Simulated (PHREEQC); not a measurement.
Make-up at 25 °C: 0.0018 mol/kgw HNO3 and 0.13 mol/kgw K2SO4. Closed to the air; pH follows from the charge balance.

Model: ion-association model, phreeqc.dat, run in PHREEQC.

```
quantity                  before    after
------------------------  ------  -------
pH                          3.38     2.76
ionic strength (mol/kgw)   0.320  0.00180
```

What was changed between the two runs?
A) diluted 10-fold with water
B) K2SO4 from 0.13 to 0.065 mol/kgw
C) temperature from 25 to 40 °C
D) K2SO4 left out
E) HNO3 replaced by LiNO3 at the same molality

D, K2SO4 left out

No solid was allowed to form.
